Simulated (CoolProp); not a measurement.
Normal hydrogen along the isotherm 24.1 K: Z from the reference equation and from simpler models built on Tc = 33.1 K, pc = 1.296 MPa, ω = -0.219; each cubic takes its own stable root.

Model: reference Helmholtz-energy equation of state, Leachman 2009, in CoolProp.

| p (MPa) | phase | reference | van der Waals | Peng-Robinson |
|---|---|---|---|---|
| 1.08 | liquid | 0.1607 | 0.1999 | 0.1335 |
| 2.16 | liquid | 0.3134 | 0.3883 | 0.2593 |
| 3.24 | liquid | ___ | 0.5696 | 0.3800 |
| 4.32 | liquid | 0.6031 | 0.7459 | 0.4970 |
| 5.4 | liquid | 0.7420 | 0.9185 | 0.6113 |
| 6.48 | liquid | 0.8779 | 1.088 | ___ |
| 7.56 | liquid | 1.011 | 1.256 | 0.8334 |
| 8.64 | liquid | ___ | 1.421 | 0.9419 |
| 9.72 | liquid | 1.271 | 1.585 | ___ |
| 10.8 | liquid | 1.398 | 1.747 | 1.155 |
| 11.9 | liquid | 1.526 | 1.911 | 1.262 |
| 13 | liquid | 1.651 | ___ | 1.368 |

Question: Some entries are withheld; supply them.

Answer: 
- 3.24, reference: 0.4605
- 6.48, Peng-Robinson: 0.7233
- 8.64, reference: 1.142
- 9.72, Peng-Robinson: 1.049
- 13, van der Waals: 2.073
